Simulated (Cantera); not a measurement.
A freely propagating, adiabatic, planar premixed flame of H₂ : O₂ : N₂ = 1 : 0.667 : 2.51 (molar parts), equivalence ratio 0.75, unburnt at 650 K and 1.00 bar; mixture-averaged transport, grid criteria slope 0.08 and curve 0.16, no radiation.

Detailed kinetics in Cantera: the H2/O2 subset of GRI-Mech 3.0, which has no nitrogen chemistry. Burning velocities carry a grid error of a few per cent, more on coarse grids.

What does this change do: inlet temperature 650 to 450 K?


```json
[
 {"quantity": "laminar burning velocity", "before": "687 cm/s", "after": "316 cm/s"},
 {"quantity": "thermal thickness", "before": "0.466 mm", "after": "0.393 mm"},
 {"quantity": "peak x(HO₂)", "before": "0.000265", "after": "0.000398"},
 {"quantity": "peak x(H)", "before": "0.0395", "after": "0.0277"},
 {"quantity": "peak x(O)", "before": "0.0152", "after": "0.0113"},
 {"quantity": "peak x(OH)", "before": "0.0173", "after": "0.0138"}
]
```
